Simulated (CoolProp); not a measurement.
Properties of R124 at several states (Tc = 395.4 K, pc = 3624 kPa, ω = 0.288).

Model: reference Helmholtz-energy equation of state, de Vries 1995, in CoolProp.

| T (K) | p (kPa) | phase | expansivity (1/kK) | viscosity (µPa s) | conductivity (mW/(m K)) |
|---|---|---|---|---|---|
| 420.7 | 18800 | supercritical | 3.027 | 119 | 55.5 |
| 290.8 | 50.6 | gas | 3.615 | 12.6 | 12.6 |
| 181 | 3390 | liquid | 1.511 | 1750 | 111 |
| 339.6 | 1130 | gas | 7.353 | 15.2 | 17.6 |
| 298.4 | 204 | gas | 4.078 | 12.9 | 13.2 |

Viscosity comes from a separate model (Bell 2016), an estimate that may be off by 10 % or more. Thermal conductivity comes from a separate model (Huber 2003), an estimate that may be off by 10 % or more.
